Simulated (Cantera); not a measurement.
A closed system holds: 1 mol B2O3, 1.8 mol H2O, 24 mol N2, equilibrated at 0.220 bar.

Cantera equilibrium calculation (NASA polynomials, part measured and part estimated; ideal gas, pure solids and liquids). Candidate condensed phases: B, BN, B2O3, B3O3H3, H2O; 39 gas species. Equilibrium is a limit: real reactors are often held back by kinetics, nucleation or transport. All values below are at 1477 °C.

Base state: N2 0.895, HBO2 0.0609, H2O 0.0364, B2O3 0.00679, H2 0.000303, BO2 0.000124, O2 7.29e-5, NO 6.93e-5 (mole fractions); condensed: gas only.

**Question.** What changes in the equilibrium state with this change: H2O from 1.8 to 0.16 mol?

**Answer.** 
| species | before | after |
|---|---|---|
| N2 | 0.895 | 0.980 |
| HBO2 | 0.0609 | 0.0109 |
| B2O3 | 0.00679 | 0.00761 |
| H2O | 0.0364 | 0.00104 |
| O2 | 7.29e-5 | 2.57e-6 |
| OH | 6.07e-5 | 4.45e-6 |
| H2 | 0.000303 | 4.61e-5 |
| NO | 6.93e-5 | 1.36e-5 |
| BO2 | 0.000124 | 5.67e-5 |
| B2O3(l), mol | 0 | 0.680 |
